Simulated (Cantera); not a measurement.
A diamond (100) surface in a fixed gas of H2 with x(CH4) = 0.011, x(H) = 0.0043, x(CH3) = 3.5e-05, at 1250 K; coverages are run to steady state.

Cantera simulation using the Harris–Goodwin 1993 mechanism for the reconstructed diamond (100) surface; the numbers are that mechanism's predictions, not measurements.

One state of this run: growth (µm/h) = 11.0; θ c6HH = 0.413; θ c6H* = 0.0439; θ c6*H = 0.506; θ c6** = 0.0352; θ c6HM = 0.000946. θ: site fractions in the mechanism's names (c6HH fully hydrogenated, c6H* and c6*H radical sites, c6** diradical, c6HM methylated).

Q: Which value of P (Pa) does it belong to?
(A) 5400
(B) 16000
(C) 45000
(D) 1800

A: C, 45000
